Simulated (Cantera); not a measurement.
Feed: 1 mol Fe2O3, 0.11 mol O2, at 825 K and 0.0133 bar.

Cantera equilibrium calculation (NASA polynomials, part measured and part estimated; ideal gas, pure solids and liquids). Candidate condensed phases: Fe, FeO, Fe2O3, Fe3O4; 5 gas species. Kinetics and transport are ignored.

**Question.** What is the equilibrium state?

**Answer.** 
```
Quantity                              Result
--------------------------------  ----------
x(O2)                                   1.00
n(Fe2O3(s))                         1.00 mol
gas amount                        0.1100 mol
log10 activity of Fe(α) (absent)      -17.75
```
